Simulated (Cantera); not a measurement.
A freely propagating, adiabatic, planar premixed flame of H2 : O2 : N2 : H2O = 1 : 0.278 : 1 : 0.36 (molar parts), equivalence ratio 1.8, unburnt at 550 K and 100.0 Torr; mixture-averaged transport, grid criteria slope 0.08 and curve 0.16, no radiation.

Model: the H2/O2 subset of GRI-Mech 3.0, which has no nitrogen chemistry, integrated in Cantera. Burning velocities carry a grid error of a few per cent, more on coarse grids.

How do the results move with these cheaper or finer settings: unity-Lewis-number transport; multicomponent transport; multicomponent+Soret transport; grid criteria slope 0.5, curve 1; grid criteria slope 0.25, curve 0.5; grid criteria slope 0.03, curve 0.06?


```
setting                               laminar burning velocity  thermal thickness  peak x(HO2)  peak x(OH)  grid points
------------------------------------  ------------------------  -----------------  -----------  ----------  -----------
as above                                              540 cm/s            5.54 mm      8.90e-5     0.00625          139
unity-Lewis-number transport                          315 cm/s            4.51 mm      7.45e-5     0.00606          131
multicomponent transport                              530 cm/s            5.58 mm      8.88e-5     0.00623          139
multicomponent+Soret transport                        513 cm/s            5.50 mm      8.94e-5     0.00622          139
grid criteria slope 0.5, curve 1                      677 cm/s            8.22 mm      8.17e-5     0.00710           46
grid criteria slope 0.25, curve 0.5                   575 cm/s            6.29 mm      8.73e-5     0.00657           70
grid criteria slope 0.03, curve 0.06                  533 cm/s            5.33 mm      8.94e-5     0.00608          295
```
Unity Lewis numbers drop preferential diffusion, which matters most where H2 and H carry the flame; Soret adds thermal diffusion.
